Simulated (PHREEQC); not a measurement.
Consider water at 25 °C with 0.033 mol HBr and 0.00014 mol FeCl3 per kg of water. Closed to the air; pH follows from the charge balance.

All values are PHREEQC results (ion-association model, wateq4f.dat), not measurements.

No solid was allowed to form.

### Question
Order these Fe species by the share of Fe that they hold, largest first: FeOH+2, Fe+3, FeCl+2.

### Answer
Fe+3 (88 %), FeOH+2 (11 %), FeCl+2 (0.52 %)

The pH is 1.54 and the ionic strength 0.0338 mol/kgw. Examples of supersaturated solids here: Hematite (slow to form), Goethite (slow to form). Others may be too. Complexes and solids missing from the database can't appear.
